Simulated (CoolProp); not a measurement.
Vapour-liquid equilibrium of CH2F2 (R32) (1) + fluoroethane (R161) (2) at -87.35 °C; x and y are mole fractions of (1).

The numbers come from the multi-fluid Helmholtz-energy mixture model, Tillner-Roth 1997 and Wu 2012; pair parameters Bell 2016 in CoolProp.

| x | bubble pressure, mixture model (bar) | bubble pressure, Raoult's law (bar) | y, mixture model | y, Raoult's law |
|---|---|---|---|---|
| 0.05 | 0.05491 | 0.05262 | 0.139 | 0.104 |
| 0.2 | ? | 0.06152 | 0.401 | 0.354 |
| 0.35 | 0.07761 | 0.07042 | 0.561 | 0.542 |
| 0.5 | 0.08596 | 0.07932 | 0.681 | 0.687 |
| 0.65 | ? | 0.08822 | 0.783 | 0.803 |
| 0.8 | ? | 0.09712 | ? | 0.898 |
| 0.95 | 0.1069 | 0.1060 | ? | 0.977 |

**Question.** Fill in the missing entries.

**Answer.** 
- 0.2, bubble pressure, mixture model (bar): 0.06768
- 0.65, bubble pressure, mixture model (bar): 0.09342
- 0.8, bubble pressure, mixture model (bar): 0.1003
- 0.8, y, mixture model: 0.877
- 0.95, y, mixture model: 0.969

The largest gap from Raoult's law is +10.2 % in bubble pressure, at x = 0.35. No azeotrope shows between x = 0.05 and 0.95.

The pair parameters rest on a limited set of measurements; away from them the model extrapolates.
